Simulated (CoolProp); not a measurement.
Properties of carbon dioxide along the isotherm 333.8 K (Tc = 304.1 K, pc = 7377 kPa, ω = 0.224).

Model: reference Helmholtz-energy equation of state, Span 1996, in CoolProp.

| p (kPa) | phase | Z | cv (kJ/(kg K)) |
|---|---|---|---|
| 35 | gas | 0.9988 | 0.6913 |
| 56.5 | gas | 0.9981 | 0.6917 |
| 91.3 | gas | 0.9969 | 0.6922 |
| 148 | gas | 0.9949 | 0.6931 |
| 238 | gas | 0.9919 | 0.6944 |
| 385 | gas | 0.9868 | 0.6967 |
| 622 | gas | 0.9786 | 0.7004 |
| 1010 | gas | 0.9649 | 0.7065 |
| 1620 | gas | 0.9431 | 0.7166 |
| 2620 | gas | 0.9059 | 0.7341 |
| 4240 | gas | 0.8418 | 0.7659 |
| 6850 | gas | 0.7251 | 0.8291 |
| 11100 | supercritical | 0.4899 | 0.9722 |
